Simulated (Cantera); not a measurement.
Input (Python, Cantera):

```python
import numpy as np
import cantera as ct

gas = ct.Solution("h2o2.yaml")
gas.TPX = 1425, 700, {'H2': 0.39, 'O2': 1, 'N2': 2.5}
inlet = ct.Reservoir(gas, clone=True)

reactor = ct.IdealGasConstPressureReactor(gas, energy="off", clone=False)
exhaust = ct.Reservoir(gas, clone=True)
tau = [0.43, 0.13, 0.04, 0.012, 0.0037, 0.0011, 0.00034][0]
for a, b in ((inlet, reactor), (reactor, exhaust)):
    ct.MassFlowController(a, b, mdot=lambda t: reactor.mass / tau)
net = ct.ReactorNet([reactor])
show = ['H2', 'O2', 'H2O', 'HO2', 'H2O2', 'H', 'OH']

rows = []
print(f"{'tau/s':>10s}{'T/K':>9s}" + "".join(f"{s:>11s}" for s in show))
for tau in [0.43, 0.13, 0.04, 0.012, 0.0037, 0.0011, 0.00034]:
    net.initial_time = 0.0
    net.advance(30 * tau)
    before = gas.X
    net.advance(40 * tau)
    drift = np.max(np.abs(gas.X - before) / (gas.X + 1e-9))
    rows.append([gas.T, *gas[show].X, drift])
    print(f"{tau:10.3e}{gas.T:9.1f}" + "".join(f"{x:11.3e}" for x in gas[show].X))
```

It prints:

```
     tau/s      T/K         H2         O2        H2O        HO2       H2O2          H         OH
 4.300e-01   1425.0  3.924e-03  2.072e-01  8.986e-02  5.927e-07  3.337e-08  1.245e-02  6.397e-03
 1.300e-01   1425.0  5.584e-03  2.027e-01  8.120e-02  5.930e-07  3.373e-08  2.253e-02  7.505e-03
 4.000e-02   1425.0  6.774e-03  2.002e-01  7.525e-02  5.822e-07  3.320e-08  2.961e-02  8.059e-03
 1.200e-02   1425.0  8.335e-03  2.002e-01  7.154e-02  5.770e-07  3.392e-08  3.273e-02  8.438e-03
 3.700e-03   1425.0  1.226e-02  2.032e-01  6.688e-02  5.755e-07  3.679e-08  3.339e-02  8.971e-03
 1.100e-03   1425.0  2.402e-02  2.119e-01  5.609e-02  5.645e-07  4.048e-08  3.084e-02  9.481e-03
 3.400e-04   1425.0  5.587e-02  2.318e-01  3.127e-02  5.012e-07  2.943e-08  1.909e-02  7.156e-03
```

Detailed kinetics in Cantera: the H2/O2 subset of GRI-Mech 3.0, which has no nitrogen chemistry. Radical loss at walls, strong at low pressure, is not modelled. The temperature is held fixed by assumption; the heat of reaction is taken as removed at once.
